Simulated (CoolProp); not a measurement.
A simple Rankine cycle with R227EA: condensing at 296.15 K, boiler at 1.9 MPa, turbine inlet 474 K, turbine efficiency 0.9, pump efficiency 0.7, no recuperator. Each further row changes one setting.

Values from CoolProp's reference Helmholtz-energy equation of state, Lemmon 2016.

```
case                             thermal efficiency (%)  net work (kJ/kg)  heat in (kJ/kg)  turbine exit temperature (K)  volume ratio over the turbine
-------------------------------  ----------------------  ----------------  ---------------  ----------------------------  -----------------------------
as stated                                           9.7              26.7              273                         439.6                           4.42
condensing temperature 288.15 K                    11.1              31.4              283                         434.3                           5.67
boiler pressure 1.33 MPa                            7.6              21.0              277                         448.5                           3.07
turbine efficiency 0.8                              8.6              23.5              273                         442.7                           4.46
```
